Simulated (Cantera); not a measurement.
A closed system holds: 1 mol BCl₃, 1.2 mol H₂, a varied amount of N₂, equilibrated at 1873.15 K and 0.133 bar.

Method: chemical equilibrium by Gibbs-energy minimisation in Cantera with the NASA 1993 tables (ideal gas, pure condensed phases). Candidate condensed phases: B, BN, NH₄Cl; 21 gas species. The tables' values for BCl₂, BCl are old estimates; treat these amounts as uncertain. Gases not in the tables: BHCl₂. Equilibrium is a limit: real reactors are often held back by kinetics, nucleation or transport.

At 4.7 mol N₂, list the 5 most abundant gas species with their mole fractions, and the condensed phases.

N₂ 0.627, HCl 0.313, BCl₃ 0.0371, H₂ 0.0166, Cl 0.00326. Condensed: BN(s).
